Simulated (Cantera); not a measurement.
# Adiabatic ignition

An adiabatic, constant-volume homogeneous reactor starts with CO : H2 : O2 : N2 = 1 : 0.064 : 0.484 : 3.29 (molar parts), equivalence ratio 1.1, at 1650 K and 5.00 bar.

Computed with Cantera and GRI-Mech 3.0 (53 species, 325 reactions). The hydrogen kinetics of GRI-Mech 3.0 are dated; newer H2 mechanisms differ, most at raised pressure.

```tsv
t (s)	T (K)	P (bar)	x CO	x H2	x O2	x H2O	x O	x H2O2	x NO2
2.00e-6	1650	5.00	0.207	0.0132	0.100	6.28e-6	7.99e-6	2.18e-9	<1e-12
4.31e-6	1652	5.00	0.206	0.0125	0.0993	0.000384	0.000406	1.49e-7	<1e-12
9.28e-6	1836	5.52	0.175	0.000918	0.0694	0.00792	0.0182	4.17e-7	2.01e-8
2.00e-5	2332	6.82	0.121	0.00128	0.0410	0.00627	0.0202	1.26e-7	2.66e-7
4.31e-5	2690	7.70	0.0975	0.00102	0.0329	0.00885	0.00929	6.87e-8	1.09e-6
9.28e-5	2874	8.13	0.0815	0.000824	0.0255	0.0102	0.00513	6.64e-8	2.20e-6
0.000200	2903	8.19	0.0783	0.000794	0.0224	0.0105	0.00424	6.69e-8	4.04e-6
0.000431	2895	8.16	0.0783	0.000803	0.0208	0.0106	0.00396	6.41e-8	5.93e-6
0.000928	2891	8.15	0.0784	0.000808	0.0201	0.0106	0.00384	6.28e-8	6.73e-6
0.00200	2891	8.15	0.0784	0.000809	0.0200	0.0106	0.00383	6.26e-8	6.82e-6
0.00431	2891	8.15	0.0784	0.000809	0.0200	0.0106	0.00383	6.26e-8	6.82e-6
0.00928	2891	8.15	0.0784	0.000809	0.0200	0.0106	0.00383	6.26e-8	6.82e-6
0.0200	2891	8.15	0.0784	0.000809	0.0200	0.0106	0.00383	6.26e-8	6.82e-6
0.0431	2891	8.15	0.0784	0.000809	0.0200	0.0106	0.00383	6.26e-8	6.82e-6
0.0928	2891	8.15	0.0784	0.000809	0.0200	0.0106	0.00383	6.26e-8	6.82e-6
0.200	2891	8.15	0.0784	0.000809	0.0200	0.0106	0.00383	6.26e-8	6.82e-6
```
x: mole fraction; the columns are a selection and need not sum to one.

- time of steepest temperature rise: 11.2 µs
- temperature at 0.200 s: 2891 K
- equilibrium temperature: 2891 K
- x(CO) at 0.200 s: 0.0784 (gas-phase equilibrium 0.0784)
- x(H2) at 0.200 s: 0.000809 (gas-phase equilibrium 0.000809)
- x(O2) at 0.200 s: 0.0200 (gas-phase equilibrium 0.0200)
